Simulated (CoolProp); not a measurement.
A Linde-Hampson liquefier for normal hydrogen: isothermal reversible compression at 290 K from 1 atm to 40 MPa, throttling to 1 atm, return gas leaving the recuperator 2 K below the feed. Each further row changes one setting.

Computed with CoolProp (reference Helmholtz-energy equation of state, Leachman 2009).

| case | compression work (kJ/kg of gas) |
|---|---|
| as stated | 7450 |
| high pressure 80 MPa | 8590 |
| warm-end temperature 320 K | 8200 |
| warm-end gap 7 K | 7450 |
